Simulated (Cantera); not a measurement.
An adiabatic, constant-volume homogeneous reactor starts with H₂ : O₂ : N₂ : H₂O = 1 : 0.238 : 0.895 : 0.062 (molar parts), equivalence ratio 2.1, at 1250 K and 4.64 atm.

Model: GRI-Mech 3.0 (53 species, 325 reactions), integrated in Cantera. The hydrogen kinetics of GRI-Mech 3.0 are dated; newer H2 mechanisms differ, most at raised pressure.

Question: Predict: time of steepest temperature rise; temperature at 0.600 s; equilibrium temperature; x(H₂) at 0.600 s; x(O₂) at 0.600 s; x(H₂O) at 0.600 s; x(NO) at 0.600 s; x(NO₂) at 0.600 s; x(H) at 0.600 s; x(N₂O) at 0.600 s.

Answer: 
| Property | Result |
|---|---|
| time of steepest temperature rise | 13.3 µs |
| temperature at 0.600 s | 2921 K |
| equilibrium temperature | 2921 K |
| x(H₂) at 0.600 s | 0.259 (gas-phase equilibrium 0.259) |
| x(O₂) at 0.600 s | 0.000123 (gas-phase equilibrium 0.000123) |
| x(H₂O) at 0.600 s | 0.263 (gas-phase equilibrium 0.263) |
| x(NO) at 0.600 s | 0.000794 (gas-phase equilibrium 0.000794) |
| x(NO₂) at 0.600 s | 3.71e-8 (gas-phase equilibrium 3.71e-8) |
| x(H) at 0.600 s | 0.0200 (gas-phase equilibrium 0.0200) |
| x(N₂O) at 0.600 s | 1.07e-7 (gas-phase equilibrium 1.07e-7) |
